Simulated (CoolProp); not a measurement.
A single-stage vapour-compression cycle with R134a: evaporating at 238.15 K (dew point), condensing at 295.15 K (bubble point), superheat 10 K, subcooling 5 K, compressor efficiency 0.6, no pressure losses. Each further row changes one setting.

The numbers come from the reference Helmholtz-energy equation of state, Tillner-Roth 1994 in CoolProp.

| case | cooling COP | pressure ratio | discharge temperature (K) | refrigerating effect (kJ/kg) | volumetric capacity (kJ/m³) |
|---|---|---|---|---|---|
| as stated | 2.02 | 9.19 | 350.2 | 162 | 543 |
| evaporating temperature 243.15 K | 2.32 | 7.20 | 344.7 | 165 | 697 |
| condensing temperature 290.15 K | 2.28 | 7.87 | 342.9 | 169 | 566 |
| subcooling 10 K | 2.11 | 9.19 | 350.2 | 168 | 566 |
| superheat 20 K | 2.03 | 9.19 | 361.7 | 169 | 545 |
| compressor efficiency 0.5 | 1.69 | 9.19 | 366.3 | 162 | 543 |
